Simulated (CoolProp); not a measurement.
Computed with CoolProp (reference Helmholtz-energy equation of state, Smukala 2000).

For ethylene, give the phase and the cp (kJ/(kg K)), speed of sound (m/s) at 200.1 K and 0.0681 MPa; 200.1 K and 1.57 MPa.


- 200.1 K and 0.0681 MPa: gas; cp 1.29, speed of sound 276
- 200.1 K and 1.57 MPa: liquid; cp 2.51, speed of sound 1080
